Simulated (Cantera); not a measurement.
# Diamond growth

A diamond (100) surface in a fixed gas of H2 with x(CH4) = 0.0083, x(H) = 0.0034, x(CH3) = 6.2e-05, at 1200 K; coverages are run to steady state.

Detailed kinetics in Cantera: the Harris–Goodwin 1993 mechanism for the reconstructed diamond (100) surface.

```tsv
P (Pa)	growth (µm/h)	θ c6HH	θ c6H*	θ c6*H	θ c6**	θ c6HM
340	0.0178	0.445	0.0381	0.488	0.0282	7.72e-5
660	0.0413	0.445	0.0381	0.488	0.0282	0.000149
1300	0.106	0.445	0.0381	0.488	0.0282	0.000285
2500	0.281	0.445	0.0381	0.488	0.0282	0.000518
4800	0.784	0.444	0.0381	0.488	0.0282	0.000901
9200	2.19	0.444	0.0381	0.487	0.0282	0.00146
18000	6.00	0.444	0.0381	0.486	0.0281	0.00218
34000	14.5	0.443	0.0382	0.486	0.0281	0.00289
```
θ: site fractions in the mechanism's names (c6HH fully hydrogenated, c6H* and c6*H radical sites, c6** diradical, c6HM methylated).
